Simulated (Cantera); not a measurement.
**Low-pressure radical oxidation in H2/O2**

An isothermal, constant-pressure homogeneous reactor starts with 1.77 % H2, 98.2 % O2, at 1250 K and 1.65 Torr.

Cantera simulation using GRI-Mech 3.0 (53 species, 325 reactions); the numbers are that mechanism's predictions, not measurements. Radical loss at walls, strong at low pressure, is not modelled.

```csv
t (s),x H2,x O2,x HO2,x H2O2,x OH,x O
1.00e-6,0.0177,0.982,6.52e-12,<1e-12,<1e-12,<1e-12
5.01e-6,0.0177,0.982,3.27e-11,<1e-12,<1e-12,<1e-12
2.51e-5,0.0177,0.982,1.64e-10,<1e-12,9.54e-12,9.58e-12
0.000126,0.0177,0.982,8.22e-10,<1e-12,2.02e-10,2.06e-10
0.000632,0.0177,0.982,4.12e-9,<1e-12,2.79e-9,3.07e-9
0.00317,0.0177,0.982,2.07e-8,1.15e-11,3.93e-8,5.17e-8
0.0159,0.0175,0.982,1.27e-7,2.83e-10,8.50e-5,0.000118
0.0796,0.000124,0.966,2.06e-7,5.02e-9,0.00158,0.0148
0.399,0.000116,0.967,2.01e-7,5.00e-9,0.00153,0.0138
2.00,8.61e-5,0.971,1.77e-7,4.86e-9,0.00132,0.0100
```
x: mole fraction; the columns are a selection and need not sum to one.

Equilibrium at this temperature and pressure: H2 1.33e-8, O2 0.982, HO2 6.65e-9, H2O2 3.05e-11, OH 1.65e-5, O 1.47e-6 (gas phase only).
